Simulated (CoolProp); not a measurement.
R1336mzz(E) at 293.15 K and 0.108 MPa is throttled through a valve to 0.00911 MPa with no heat exchange. Each further row changes one setting.

Computed with CoolProp (reference Helmholtz-energy equation of state, Akasaka 2023).

```tsv
case	temperature change (K)	final density (kg/m³)
as stated	-2.6	0.621
outlet pressure 0.00273 MPa	-2.8	0.186
outlet pressure 0.0118 MPa	-2.6	0.805
```
